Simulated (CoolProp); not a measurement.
The numbers come from the reference Helmholtz-energy equation of state, Gao 2016 in CoolProp.

Question: Give the vapour pressure (MPa), liquid density (kg/m³), vapour density (kg/m³), liquid cp (kJ/(kg K)) of saturated sulfur dioxide at 350.3, 420.9 K.

Answer: 
| T (K) | p (MPa) | liquid density (kg/m³) | vapour density (kg/m³) | liquid cp (kJ/(kg K)) |
|---|---|---|---|---|
| 350.3 | 1.68 | 1200 | 45.3 | 1.54 |
| 420.9 | 6.70 | 804 | 260 | 4.49 |
